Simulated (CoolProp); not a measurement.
R1336mzz(Z) along the isotherm 205.45 °C: fugacity coefficient from the reference equation and from simpler models built on Tc = 171.3 °C, pc = 2.904 MPa, ω = 0.386; each cubic takes its own stable root.

Computed with CoolProp (reference Helmholtz-energy equation of state, McLinden 2020).

```json
[
 {"p (MPa)": "0.335", "phase": "gas", "reference": "0.9690", "Soave-Redlich-Kwong": "0.9703", "Peng-Robinson": "0.9663"},
 {"p (MPa)": "0.67", "phase": "gas", "reference": "0.9384", "Soave-Redlich-Kwong": "0.9410", "Peng-Robinson": "0.9334"},
 {"p (MPa)": "1.01", "phase": "gas", "reference": "0.9078", "Soave-Redlich-Kwong": "0.9117", "Peng-Robinson": "0.9008"},
 {"p (MPa)": "1.34", "phase": "gas", "reference": "0.8784", "Soave-Redlich-Kwong": "0.8837", "Peng-Robinson": "0.8698"},
 {"p (MPa)": "1.68", "phase": "gas", "reference": "0.8486", "Soave-Redlich-Kwong": "0.8552", "Peng-Robinson": "0.8385"},
 {"p (MPa)": "2.01", "phase": "gas", "reference": "0.8199", "Soave-Redlich-Kwong": "0.8278", "Peng-Robinson": "0.8087"},
 {"p (MPa)": "2.35", "phase": "gas", "reference": "0.7907", "Soave-Redlich-Kwong": "0.7999", "Peng-Robinson": "0.7787"},
 {"p (MPa)": "2.68", "phase": "gas", "reference": "0.7626", "Soave-Redlich-Kwong": "0.7732", "Peng-Robinson": "0.7501"},
 {"p (MPa)": "3.02", "phase": "supercritical", "reference": "0.7338", "Soave-Redlich-Kwong": "0.7458", "Peng-Robinson": "0.7211"},
 {"p (MPa)": "3.35", "phase": "supercritical", "reference": "0.7062", "Soave-Redlich-Kwong": "0.7196", "Peng-Robinson": "0.6936"},
 {"p (MPa)": "3.69", "phase": "supercritical", "reference": "0.6779", "Soave-Redlich-Kwong": "0.6927", "Peng-Robinson": "0.6657"},
 {"p (MPa)": "4.02", "phase": "supercritical", "reference": "0.6506", "Soave-Redlich-Kwong": "0.6670", "Peng-Robinson": "0.6394"},
 {"p (MPa)": "4.36", "phase": "supercritical", "reference": "0.6229", "Soave-Redlich-Kwong": "0.6412", "Peng-Robinson": "0.6131"}
]
```
